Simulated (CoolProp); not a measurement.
Saturation properties of R227EA.

Computed with CoolProp (reference Helmholtz-energy equation of state, Lemmon 2016).

```json
[
 {"T (K)": "223.4", "p (bar)": "___", "liquid density (kg/m³)": "1654", "vapour density (kg/m³)": "1.706"},
 {"T (K)": "228.5", "p (bar)": "___", "liquid density (kg/m³)": "1638", "vapour density (kg/m³)": "2.260"},
 {"T (K)": "233.6", "p (bar)": "0.3294", "liquid density (kg/m³)": "1622", "vapour density (kg/m³)": "___"},
 {"T (K)": "238.7", "p (bar)": "___", "liquid density (kg/m³)": "1605", "vapour density (kg/m³)": "3.797"},
 {"T (K)": "243.8", "p (bar)": "0.5571", "liquid density (kg/m³)": "1588", "vapour density (kg/m³)": "4.829"},
 {"T (K)": "248.9", "p (bar)": "0.7106", "liquid density (kg/m³)": "1571", "vapour density (kg/m³)": "6.072"},
 {"T (K)": "254", "p (bar)": "0.8960", "liquid density (kg/m³)": "___", "vapour density (kg/m³)": "___"},
 {"T (K)": "259.1", "p (bar)": "___", "liquid density (kg/m³)": "1536", "vapour density (kg/m³)": "9.310"},
 {"T (K)": "264.2", "p (bar)": "1.380", "liquid density (kg/m³)": "1518", "vapour density (kg/m³)": "11.37"},
 {"T (K)": "269.3", "p (bar)": "1.688", "liquid density (kg/m³)": "1500", "vapour density (kg/m³)": "13.78"},
 {"T (K)": "274.4", "p (bar)": "2.047", "liquid density (kg/m³)": "1481", "vapour density (kg/m³)": "16.58"},
 {"T (K)": "279.5", "p (bar)": "2.461", "liquid density (kg/m³)": "1462", "vapour density (kg/m³)": "19.81"}
]
```

Problem. Some entries are withheld; supply them.

Solution. 
- 223.4, p (bar): 0.1836
- 228.5, p (bar): 0.2479
- 233.6, vapour density (kg/m³): 2.949
- 238.7, p (bar): 0.4313
- 254, liquid density (kg/m³): 1554
- 254, vapour density (kg/m³): 7.555
- 259.1, p (bar): 1.118

It boils at 256.8 K under 1 atm.
